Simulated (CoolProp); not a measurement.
Oxygen along the isotherm -98.85 °C: Z from the reference equation and from simpler models built on Tc = -118.6 °C, pc = 50.46 bar, ω = 0.022; each cubic takes its own stable root.

Model: reference Helmholtz-energy equation of state, Schmidt 1985, in CoolProp.

```tsv
p (bar)	phase	reference	Pitzer virial	Redlich-Kwong
2.8	gas	0.9870	0.9870	0.9866
5.61	gas	0.9738	0.9739	0.9730
8.41	gas	0.9604	0.9609	0.9592
11.2	gas	0.9469	0.9479	0.9453
14	gas	0.9330	0.9349	0.9312
16.8	gas	0.9189	0.9219	0.9168
19.6	gas	0.9046	0.9089	0.9022
22.4	gas	0.8900	0.8959	0.8874
25.2	gas	0.8751	0.8828	0.8723
```
